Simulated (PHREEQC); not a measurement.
A made-up water analysis in mmol/kgw, 25 °C, pH 4.04, pe 10.5:

```
constituent                mmol/kgw
-------------------------  --------
Na                             2.56
K                              3.99
Ca                             0.27
Mg                           0.0464
Cl                             2.39
S(6)                           7.38
O(0) (counted as O atoms)    0.0154
```

Valence states are taken as typed.

Equilibrium calculation in PHREEQC: ion-association model, phreeqc.dat.

Precipitation was switched off in this run.

Question: Predict the specific conductance, charge-balance error.

Answer: specific conductance 1540 µS/cm; charge-balance error -41.5 %.

Question: In which forms is S present?

Answer: SO4-2 96 %, KSO4- 1.5 %, CaSO4 1.1 %, NaSO4- 0.7 %, HSO4- 0.6 % of the S.

Complexes and solids missing from the database can't appear.
